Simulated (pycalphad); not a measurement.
CALPHAD calculation (pycalphad, COST 507 light-alloy database (1999)), 1 atm. No gas phase is included, though pure Ti would boil below 3700 K. These are 1990s assessments: newer ones move some temperatures and phases. Diffusion is slow at the low end, where real alloys seldom reach equilibrium.

Molar enthalpy of Ti-43B (at.%) in equilibrium (SER reference):

```csv
T (K),H (kJ/mol),phases
3700,88.47,liquid
3550,82.48,liquid
3400,76.50,liquid
3250,70.52,liquid
3100,64.53,liquid
2950,58.55,liquid
2875,55.56,liquid
2800,52.57,liquid
2650,41.85,liquid + B2M
2500,30.08,liquid + B2M
2350,8.07,BM + liquid
2200,-2.29,BM + liquid
2050,-11.20,BM + liquid
1900,-19.75,BM + liquid
1750,-29.02,BM + bcc
1675,-31.61,BM + bcc
1600,-34.15,BM + bcc
1450,-39.09,BM + bcc
1300,-43.85,BM + bcc
1150,-49.03,BM + hcp
1000,-53.54,BM + hcp
850,-57.86,BM + hcp
700,-61.97,BM + hcp
550,-65.82,BM + hcp
```

Cooling from 2800 K to 1750 K, across the freezing range, releases 81.6 kJ/mol, or 2560 J/g. The slope is 40 J/(mol K) in the liquid and 34 J/(mol K) just below the solidus, where it includes any heat of precipitation. Liquidus 2746 K, solidus 1814 K. Changes were sought between steps of 75 K, so a narrower field can be missed.

Database names, with the compositions (at.%) that they take in these runs: B2M: B 67 Ti 33; BM: Ti 50 B 50.
